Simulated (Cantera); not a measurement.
Cantera run:

```python
import numpy as np
import cantera as ct

gas_names = """
    CL CL2 H HCL H2 Si SiCL SiCL2 SiCL3 SiCL4 SiH SiHCL3 SiH2 SiH2CL2 SiH3 SiH3CL SiH4 Si2 Si3
""".split()
cond_names = """
    Si(cr) Si(L)
""".split()


# ... load() reads the species with a 1 bar reference pressure and builds the phases ...
atoms = {
    'Si': {'Si': 1},
    'Cl2': {'CL': 2},
    'H2': {'H': 2},
}
top_T = {}  # K; cautious upper limits of use, not melting points


# ... equilibrate(T, P, feed) seeds the gas with the atoms and calls Mixture.equilibrate('TP', solver="vcs", rtol=1e-11, max_steps=5000) ...
results = []
feed = {'Si': 1, 'Cl2': 0.68, 'H2': 5.4}  # mol
T = 775  # K
P = 1900000  # Pa
mix = equilibrate(T, P, feed)
results.append((T, P, feed, dict(zip(mix.species_names, mix.species_moles))))
x = sorted(zip(gas.X, gas.species_names), reverse=True)
print(f"T = {T:g} K  P = {P:g} Pa  gas = {mix.phase_moles(0):.4g} mol")
print("   x: " + "  ".join(f"{s} {v:.3e}" for v, s in x if v > 1e-06))
print("   condensed (mol): " + ("  ".join(f"{mix.phase(i).name} {mix.phase_moles(i):.4g}"
      for i in range(1, mix.n_phases) if mix.phase_moles(i) > 1e-12) or "none"))
```

It prints:

```
T = 775 K  P = 1.9e+06 Pa  gas = 5.66 mol
   x: H2 9.255e-01  SiHCL3 4.383e-02  SiCL4 2.397e-02  SiH2CL2 6.181e-03  HCL 3.275e-04  SiH3CL 1.977e-04  SiCL3 4.300e-06  SiH4 2.951e-06
   condensed (mol): Si(cr) 0.5801
```

Equilibrium computed with Cantera from the NASA thermochemical tables; the gas is ideal and each condensed phase is pure.
